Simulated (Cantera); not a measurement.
## Ammonia decomposition in nitride growth gas

An isothermal, constant-pressure homogeneous reactor starts with NH3 : H2 = 1 : 6.2 (molar parts), at 1775 K and 0.217 atm.

Cantera simulation using the gas-phase N/H chemistry of the illustrative SiF4/NH3 mechanism in the Surface Chemkin manual (1991); the numbers are that mechanism's predictions, not measurements. Walls and surfaces, which speed up NH3 decomposition in real reactors, are not modelled.

```json
[
 {"t (s)": "2.00e-5", "x NH3": "0.139", "x H2": "0.861", "x NH2": "2.56e-7", "x N2H4": "<1e-12", "x H": "5.84e-7", "x NH": "7.48e-12", "x N2": "<1e-12"},
 {"t (s)": "7.43e-5", "x NH3": "0.139", "x H2": "0.861", "x NH2": "9.37e-7", "x N2H4": "<1e-12", "x H": "2.18e-6", "x NH": "1.15e-10", "x N2": "1.78e-12"},
 {"t (s)": "0.000276", "x NH3": "0.139", "x H2": "0.861", "x NH2": "3.47e-6", "x N2H4": "9.58e-12", "x H": "8.12e-6", "x NH": "1.63e-9", "x N2": "3.64e-10"},
 {"t (s)": "0.00102", "x NH3": "0.139", "x H2": "0.861", "x NH2": "1.28e-5", "x N2H4": "1.33e-10", "x H": "3.01e-5", "x NH": "2.25e-8", "x N2": "3.98e-8"},
 {"t (s)": "0.00381", "x NH3": "0.139", "x H2": "0.861", "x NH2": "4.58e-5", "x N2H4": "1.70e-9", "x H": "0.000108", "x NH": "2.87e-7", "x N2": "3.06e-6"},
 {"t (s)": "0.0141", "x NH3": "0.138", "x H2": "0.861", "x NH2": "9.74e-5", "x N2H4": "7.64e-9", "x H": "0.000229", "x NH": "1.29e-6", "x N2": "0.000122"},
 {"t (s)": "0.0525", "x NH3": "0.137", "x H2": "0.862", "x NH2": "9.95e-5", "x N2H4": "7.96e-9", "x H": "0.000237", "x NH": "1.36e-6", "x N2": "0.000839"},
 {"t (s)": "0.195", "x NH3": "0.131", "x H2": "0.865", "x NH2": "9.65e-5", "x N2H4": "7.50e-9", "x H": "0.000241", "x NH": "1.34e-6", "x N2": "0.00342"},
 {"t (s)": "0.725", "x NH3": "0.112", "x H2": "0.876", "x NH2": "8.65e-5", "x N2H4": "6.02e-9", "x H": "0.000257", "x NH": "1.26e-6", "x N2": "0.0119"},
 {"t (s)": "2.69", "x NH3": "0.0656", "x H2": "0.902", "x NH2": "5.94e-5", "x N2H4": "2.84e-9", "x H": "0.000309", "x NH": "1.02e-6", "x N2": "0.0321"},
 {"t (s)": "10.0", "x NH3": "0.0153", "x H2": "0.930", "x NH2": "2.00e-5", "x N2H4": "3.22e-10", "x H": "0.000460", "x NH": "4.97e-7", "x N2": "0.0542"}
]
```
x: mole fraction; the columns are a selection and need not sum to one.

Equilibrium at this temperature and pressure: NH3 1.51e-6, H2 0.938, NH2 2.55e-9, N2H4 <1e-12, H 0.000602, NH 8.24e-11, N2 0.0610 (gas phase only).
